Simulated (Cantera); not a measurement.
Input: 1 mol Si3N4, 7.2 mol F2, a varied amount of H2, held at 873.15 K and 0.00210 bar.

These are equilibrium values from Cantera (NASA tables, ideal gas, pure condensed phases), not measurements of a reactor. Candidate condensed phases: Si, Si3N4; 37 gas species. Rates play no part.

x: gas mole fraction; nothing condenses.

| n(H2) (mol) | x H2 | x SiF4 | x HF | x N2 |
|---|---|---|---|---|
| 6.4 | 0.413 | 0.238 | 0.190 | 0.159 |
| 8.5 | 0.497 | 0.204 | 0.163 | 0.136 |
| 11 | [?] | [?] | [?] | [?] |
| 15 | 0.651 | 0.142 | 0.113 | 0.0943 |
| 20 | 0.718 | [?] | [?] | [?] |
| 26 | 0.770 | 0.0932 | 0.0745 | 0.0621 |
| 35 | 0.820 | 0.0728 | 0.0583 | 0.0485 |
| 47 | 0.861 | 0.0564 | 0.0451 | 0.0376 |
| 62 | 0.891 | 0.0440 | 0.0352 | 0.0293 |
| 82 | 0.916 | 0.0340 | 0.0272 | 0.0227 |

### Question
Fill in the missing entries.

### Answer

- 20, x SiF4: 0.115
- 20, x HF: 0.0916
- 20, x N2: 0.0763
- 11, x H2: 0.570
- 11, x SiF4: 0.174
- 11, x HF: 0.140
- 11, x N2: 0.116
